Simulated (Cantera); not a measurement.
A perfectly stirred reactor is fed with 94.6 % N₂O, 5.39 % H₂O, at 1050 Torr; it is held at 1500 K, and followed from long to short residence time.

Model: GRI-Mech 3.0 (53 species, 325 reactions), integrated in Cantera. GRI-Mech 3.0 was tuned for natural gas; its chemistry of N2O as a main component is partial and can be far from experiment. The temperature is held fixed by assumption; the heat of reaction is taken as removed at once.

**Question.** Predict: x(N₂O) at τ = 6.00 s; x(H₂O) at τ = 6.00 s; x(NO) at τ = 6.00 s; x(NO₂) at τ = 6.00 s; x(OH) at τ = 6.00 s; x(N₂O) at τ = 21.0 ms; x(H₂O) at τ = 21.0 ms; x(NO) at τ = 21.0 ms; x(NO₂) at τ = 21.0 ms; x(OH) at τ = 21.0 ms.

**Answer.** 
```
Item                      Value
---------------------  --------
x(N₂O) at τ = 6.00 s    0.00220
x(H₂O) at τ = 6.00 s     0.0366
x(NO) at τ = 6.00 s      0.0208
x(NO₂) at τ = 6.00 s   0.000181
x(OH) at τ = 6.00 s     8.22e-5
x(N₂O) at τ = 21.0 ms     0.281
x(H₂O) at τ = 21.0 ms    0.0416
x(NO) at τ = 21.0 ms     0.0740
x(NO₂) at τ = 21.0 ms   0.00110
x(OH) at τ = 21.0 ms   0.000239
```
